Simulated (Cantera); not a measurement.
What does this Cantera script print?

```python
import numpy as np
import cantera as ct

gas_names = """
    O2 CO CO2 NbO2
""".split()
cond_names = """
    C(gr) Li(cr) Li(L) Li2O(s) Li2O(L) Ti(a) Ti(b) Ti(L) Ti2O3(a) Ti2O3(b) Ti2O3(L) Nb(cr) Nb(L)
""".split()


# ... load() reads the species with a 1 bar reference pressure and builds the phases ...
species = {s.name: s for s in load("nasa_gas.yaml", gas_names) + load("nasa_condensed.yaml", cond_names)}
# Each term lists the table entries of one substance; the one whose range holds T is used.
reactions = {
    '2 C + O2(g) = 2 CO(g)':
        [(-2, ['C(gr)']), (-1, ['O2']), (2, ['CO'])],
    'C + O2(g) = CO2(g)':
        [(-1, ['C(gr)']), (-1, ['O2']), (1, ['CO2'])],
    '4 Li + O2(g) = 2 Li2O':
        [(-4, ['Li(cr)', 'Li(L)']), (-1, ['O2']), (2, ['Li2O(s)', 'Li2O(L)'])],
    '1.333 Ti + O2(g) = 0.6667 Ti2O3':
        [(-1.3333333333333333, ['Ti(a)', 'Ti(b)', 'Ti(L)']), (-1, ['O2']), (0.6666666666666666, ['Ti2O3(a)', 'Ti2O3(b)', 'Ti2O3(L)'])],
    'Nb + O2(g) = NbO2(g)':
        [(-1, ['Nb(cr)', 'Nb(L)']), (-1, ['O2']), (1, ['NbO2'])],
}


def pick(names, T):
    return next(species[n] for n in names if species[n].thermo.min_temp <= T <= species[n].thermo.max_temp)


results = []
for label, terms in reactions.items():
    print(label)
    print("     T/K   dH/kJ  dS/(J/K)   dG/kJ   log10 K")
    for T in [950, 1000, 1050, 1100, 1150, 1200]:
        used = [(nu, pick(names, T)) for nu, names in terms]
        dH = sum(nu * s.thermo.h(T) for nu, s in used) / 1e6
        dS = sum(nu * s.thermo.s(T) for nu, s in used) / 1e3
        dG = dH - T * dS / 1e3
        logK = -dG * 1e6 / (ct.gas_constant * T * np.log(10))
        results.append((label, T, dH, dS, dG, logK, [s.name for _, s in used]))
        print(f"{T:8g} {dH:8.1f} {dS:8.1f} {dG:8.1f} {logK:8.2f}")
```

Result:

```
2 C + O2(g) = 2 CO(g)
     T/K   dH/kJ  dS/(J/K)   dG/kJ   log10 K
     950   -223.4    177.2   -391.7    21.54
    1000   -224.0    176.6   -400.6    20.92
    1050   -224.6    176.0   -409.4    20.37
    1100   -225.2    175.5   -418.2    19.86
    1150   -225.8    174.9   -426.9    19.39
    1200   -226.4    174.4   -435.7    18.96
C + O2(g) = CO2(g)
     T/K   dH/kJ  dS/(J/K)   dG/kJ   log10 K
     950   -394.5      1.4   -395.8    21.76
    1000   -394.6      1.2   -395.9    20.68
    1050   -394.7      1.1   -395.9    19.70
    1100   -394.8      1.0   -396.0    18.80
    1150   -394.9      0.9   -396.0    17.99
    1200   -395.0      0.9   -396.1    17.24
4 Li + O2(g) = 2 Li2O
     T/K   dH/kJ  dS/(J/K)   dG/kJ   log10 K
     950  -1209.8   -277.3   -946.4    52.03
    1000  -1208.8   -276.3   -932.5    48.71
    1050  -1206.9   -275.3   -917.9    45.66
    1100  -1205.6   -274.0   -904.2    42.93
    1150  -1204.2   -272.8   -890.5    40.45
    1200  -1202.6   -271.5   -876.9    38.17
1.333 Ti + O2(g) = 0.6667 Ti2O3
     T/K   dH/kJ  dS/(J/K)   dG/kJ   log10 K
     950  -1001.2   -173.4   -836.4    45.99
    1000  -1000.2   -172.4   -827.8    43.24
    1050   -999.3   -171.6   -819.2    40.75
    1100   -998.6   -170.9   -810.6    38.49
    1150   -998.3   -170.6   -802.1    36.43
    1200  -1002.2   -174.0   -793.4    34.53
Nb + O2(g) = NbO2(g)
     T/K   dH/kJ  dS/(J/K)   dG/kJ   log10 K
     950   -204.5     22.9   -226.3    12.44
    1000   -204.9     22.5   -227.4    11.88
    1050   -205.3     22.2   -228.5    11.37
    1100   -205.6     21.8   -229.6    10.90
    1150   -206.0     21.5   -230.7    10.48
    1200   -206.4     21.2   -231.8    10.09
```

Source: NASA polynomial tables (part measured, part estimated), evaluated in Cantera. Condensed species are held in their standard states even where they would react or evaporate.
